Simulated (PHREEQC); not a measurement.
**Polishing slurry liquid (model solution)**

A solution holds 18 mmol/kgw H2SO4, 0.0013 mmol/kgw H4SiO4 and 0.079 mmol/kgw H3BO3, at 25 °C. Closed to the air; pH follows from the charge balance.

All values are PHREEQC results (ion-association model, phreeqc.dat), not measurements.

Each row changes one thing in this solution. This is a speciation only: nothing precipitates in the calculation.

```tsv
case	pH	ionic strength (mol/kgw)	HSO4- (mol/kgw)	SO4-2 (mol/kgw)	SI of Quartz (SiO2)
as made	1.65	0.0335	0.0103	0.00773	-1.90
H3BO3 from 7.9e-05 to 7.11e-05 mol/kgw	1.65	0.0335	0.0103	0.00773	-1.90
temperature from 25 to 90 °C	1.75	0.0232	0.0154	0.00262	(withheld)
temperature from 25 to 30 °C	1.66	0.0326	0.0107	0.00731	(withheld)
H4SiO4 from 1.3e-06 to 6.5e-06 mol/kgw	1.65	0.0335	0.0103	0.00773	(withheld)
```

**Question.** Complete the blanks.

**Answer.** 
- temperature from 25 to 90 °C, SI of Quartz (SiO2): -2.69
- temperature from 25 to 30 °C, SI of Quartz (SiO2): -1.97
- H4SiO4 from 1.3e-06 to 6.5e-06 mol/kgw, SI of Quartz (SiO2): -1.20

Constants without temperature data keep their 25 °C values here.
